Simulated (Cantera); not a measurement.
Input: 1 mol SiH₄, 0.13 mol C₂H₄, 18 mol H₂, 0.011 mol CH₄, held at 2373 K and 7.50 Torr.

These are equilibrium values from Cantera (NASA tables, ideal gas, pure condensed phases), not measurements of a reactor. Candidate condensed phases: C, C₆H₆, C₇H₈, C₈H₁₈, Si, SiC; 87 gas species. Gases not in the tables: Si₂H₆ and higher silanes. Rates play no part.

Base state: H₂ 0.829, H 0.127, Si 0.0349, Si₂C 0.00260, SiC₂ 0.00254, C₂H₂ (acetylene) 0.00211, SiH 0.00103, Si₂ 0.000153 (mole fractions); condensed: gas only.

Q: What changes in the equilibrium state with this change: 0.59 mol O₂ added?

A: 
| species | before | after |
|---|---|---|
| H₂ | 0.829 | 0.818 |
| H | 0.127 | 0.126 |
| SiO | 0 | 0.0395 |
| Si | 0.0349 | 0.00383 |
| CO | 0 | 0.0118 |
| SiC₂ | 0.00254 | <1e-9 |
| C₂H₂ (acetylene) | 0.00211 | 2.61e-9 |
Further candidate phases: H₂O, SiO₂.

Q: What changes in the equilibrium state with this change: temperature from 2373 K to 1498.15 K?

A: 
```json
[
 {"species": "H₂", "before": "0.829", "after": "1.000"},
 {"species": "H", "before": "0.127", "after": "0.000172"},
 {"species": "SiH₂", "before": "0.000105", "after": "1.46e-6"},
 {"species": "Si", "before": "0.0349", "after": "1.01e-6"},
 {"species": "SiC₂", "before": "0.00254", "after": "<1e-9"},
 {"species": "C₂H₂ (acetylene)", "before": "0.00211", "after": "<1e-9"},
 {"species": "Si₂C", "before": "0.00260", "after": "1.51e-9"},
 {"species": "Si₂", "before": "0.000153", "after": "1.27e-9"},
 {"species": "C₂H", "before": "1.75e-5", "after": "<1e-9"},
 {"species": "Si(s), mol", "before": "0", "after": "0.729"},
 {"species": "SiC(s), mol", "before": "0", "after": "0.271"}
]
```
Mutual solubility and eutectic melting of coexisting phases are not modelled.
